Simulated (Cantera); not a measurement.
Input: 1 mol CO2, 0.013 mol SO2, 5.9 mol O2, held at 6.80 mbar.

Cantera equilibrium calculation (NASA polynomials, part measured and part estimated; ideal gas, pure solids and liquids). Candidate condensed phases: C, S; 35 gas species. Ions and electrons are included (thermal ionisation). Equilibrium is a limit: real reactors are often held back by kinetics, nucleation or transport. All values below are at 2227 °C.

Base state: O2 0.719, O 0.149, CO2 0.0855, CO 0.0451, SO2 0.00157, SO 0.000125 (mole fractions); condensed: gas only.

Task: What changes in the equilibrium state with this change: SO2 from 0.013 to 0.41 mol?

Result: 
```json
[
 {"species": "O2", "before": "0.719", "after": "0.681"},
 {"species": "O", "before": "0.149", "after": "0.145"},
 {"species": "CO2", "before": "0.0855", "after": "0.0802"},
 {"species": "SO2", "before": "0.00157", "after": "0.0468"},
 {"species": "CO", "before": "0.0451", "after": "0.0434"},
 {"species": "S", "before": "2.51e-6", "after": "7.89e-5"},
 {"species": "SO", "before": "0.000125", "after": "0.00383"}
]
```
